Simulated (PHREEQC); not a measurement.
Solution (25 °C): 0.0023 mol/kgw HF, 0.026 mol/kgw H2SiF6, 0.00031 mol/kgw H3PO4 and 0.00077 mol/kgw HNO3. Closed to the air; pH follows from the charge balance.

Model: ion-association model, phreeqc.dat, run in PHREEQC.

```tsv
quantity	before	after
pH	1.37	1.37
ionic strength (mol/kgw)	0.0764	0.0755
SiF6-2 (mol/kgw)	0.0251	0.0248
HF (mol/kgw)	0.00726	0.00686
H4SiO4 (mol/kgw)	0.000853	0.00117
F- (mol/kgw)	0.000147	0.000140
SI of SiO2(a) (SiO2)	-0.35	-0.21
```

### Question
Name the change that produced these shifts.
(A) HF from 0.0023 to 0.00345 mol/kgw
(B) diluted 2-fold with water
(C) HNO3 left out
(D) HF left out
(E) H3PO4 left out

### Answer
D, HF left out

This is a speciation only: nothing precipitates in the calculation. Some of these states are supersaturated (in Quartz (slow to form), Chalcedony (slow to form), for instance). SiF6-2 is the database's only silicon fluoride.
